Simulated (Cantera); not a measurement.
# Stirred combustor or abatement burner

A perfectly stirred reactor is fed with CO : H2 : O2 : N2 = 1 : 0.031 : 0.469 : 3.75 (molar parts), at 7.20 bar; it is adiabatic with a 400 K inlet, and is followed from long to short residence time, starting on the burning branch (τ in s: 0.3, 0.15, 0.073, 0.036, 0.018, 0.0088, 0.0043, 0.0021, 0.0011, 0.00052, 0.00026, 0.00013, 6.3e-05).

Model: GRI-Mech 3.0 (53 species, 325 reactions), integrated in Cantera. The hydrogen kinetics of GRI-Mech 3.0 are dated; newer H2 mechanisms differ, most at raised pressure.

| τ (s) | T (K) | x CO | x H2 | x O2 | x N2O | x H2O |
|---|---|---|---|---|---|---|
| 0.30 | 1882 | 0.0204 | 0.000162 | 0.000482 | 2.53e-7 | 0.00624 |
| 0.15 | 1877 | 0.0211 | 0.000167 | 0.000786 | 3.80e-7 | 0.00620 |
| 0.073 | 1869 | 0.0221 | 0.000175 | 0.00127 | 5.51e-7 | 0.00616 |
| 0.036 | 1859 | 0.0235 | 0.000186 | 0.00196 | 7.53e-7 | 0.00610 |
| 0.018 | 1844 | 0.0254 | 0.000201 | 0.00291 | 9.70e-7 | 0.00603 |
| 0.0088 | 1823 | 0.0281 | 0.000221 | 0.00421 | 1.19e-6 | 0.00594 |
| 0.0043 | 1796 | 0.0316 | 0.000246 | 0.00592 | 1.40e-6 | 0.00582 |
| 0.0021 | 1760 | 0.0362 | 0.000275 | 0.00814 | 1.58e-6 | 0.00568 |
| 0.0011 | 1718 | 0.0416 | 0.000305 | 0.0107 | 1.73e-6 | 0.00553 |
| 0.00052 | 1647 | 0.0505 | 0.000339 | 0.0151 | 1.93e-6 | 0.00538 |
| 0.00026 | 400 | 0.190 | 0.00590 | 0.0893 | <1e-12 | <1e-12 |
| 0.00013 | 400 | 0.190 | 0.00590 | 0.0893 | <1e-12 | <1e-12 |
| 6.3e-5 | 400 | 0.190 | 0.00590 | 0.0893 | <1e-12 | <1e-12 |
x: mole fraction; the columns are a selection and need not sum to one.
